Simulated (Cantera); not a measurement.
An adiabatic, constant-volume homogeneous reactor starts with 26.5 % CO, 1.33 % H2, 12.7 % O2, 47.5 % N2, 11.9 % CO2, at 950 K and 5.82 atm.

Cantera simulation using GRI-Mech 3.0 (53 species, 325 reactions); the numbers are that mechanism's predictions, not measurements. The hydrogen kinetics of GRI-Mech 3.0 are dated; newer H2 mechanisms differ, most at raised pressure.

Q: Predict: time of steepest temperature rise; temperature at 0.400 s; equilibrium temperature; x(CO) at 0.400 s; x(H2) at 0.400 s; x(O2) at 0.400 s; x(NO) at 0.400 s; x(HO2) at 0.400 s; x(NO2) at 0.400 s.

A: 
- time of steepest temperature rise: 16.9 ms
- temperature at 0.400 s: 2728 K
- equilibrium temperature: 2728 K
- x(CO) at 0.400 s: 0.0753 (gas-phase equilibrium 0.0753)
- x(H2) at 0.400 s: 0.000403 (gas-phase equilibrium 0.000403)
- x(O2) at 0.400 s: 0.0183 (gas-phase equilibrium 0.0183)
- x(NO) at 0.400 s: 0.00803 (gas-phase equilibrium 0.00803)
- x(HO2) at 0.400 s: 2.79e-6 (gas-phase equilibrium 2.79e-6)
- x(NO2) at 0.400 s: 6.59e-6 (gas-phase equilibrium 6.59e-6)
